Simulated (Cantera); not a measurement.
Source: NASA polynomial tables (part measured, part estimated), evaluated in Cantera. Values are per mole of reaction as written; species without (g) are pure solids or liquids, kept so even where they would boil at 1 bar. VN: taken at fixed stoichiometry.

2 VO2(g) + 5 N2(g) → 4 N2O(g) + 2 VN

```csv
T (K),ΔH° (kJ),ΔS° (J/K),ΔG° (kJ),log10 K
1400,…,…,…,…
1550,415.0,-472.2,1147.0,-38.65
1700,…,…,…,…
1850,436.3,-459.7,1286.8,-36.33
2000,447.8,-453.8,1355.3,-35.40
2150,…,…,…,…
```

### Question
Some entries are withheld; supply them.

### Answer

- 1400, ΔH° (kJ): 405.2
- 1400, ΔS° (J/K): -478.9
- 1400, ΔG° (kJ): 1075.7
- 1400, log10 K: -40.13
- 1700, ΔH° (kJ): 425.4
- 1700, ΔS° (J/K): -465.8
- 1700, ΔG° (kJ): 1217.3
- 1700, log10 K: -37.40
- 2150, ΔH° (kJ): 459.6
- 2150, ΔS° (J/K): -448.0
- 2150, ΔG° (kJ): 1422.9
- 2150, log10 K: -34.57
